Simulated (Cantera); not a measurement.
Input: 1 mol TiCl4, 5.8 mol H2O, at 1652 °C and 0.710 bar.

These are equilibrium values from Cantera (NASA tables, ideal gas, pure condensed phases), not measurements of a reactor. Candidate condensed phases: H2O, Ti, TiCl2, TiCl3, TiCl4, TiO, TiO2, Ti2O3, Ti3O5, Ti4O7; 23 gas species. Gases not in the tables: TiO(OH)2. The numbers say what is thermodynamically allowed, not how fast it happens.

Base state: HCl 0.504, H2O 0.484, Cl 0.00642, H2 0.00448, OH 0.000708, O2 0.000420, Cl2 9.77e-5, H 7.60e-5 (mole fractions); condensed: TiO2(rutile).

**Question.** What changes in the equilibrium state with this change: temperature from 1652 °C to 1102 °C?

**Answer.** 
```
species              before     after
-----------------  --------  --------
HCl                   0.504     0.513
H2O                   0.484     0.487
Cl                  0.00642  0.000159
H2                  0.00448  0.000118
H                   7.60e-5   4.42e-8
OH                 0.000708   3.28e-6
O2                 0.000420   2.23e-6
Cl2                 9.77e-5   3.27e-5
TiO2(rutile), mol     1.000     1.000
```
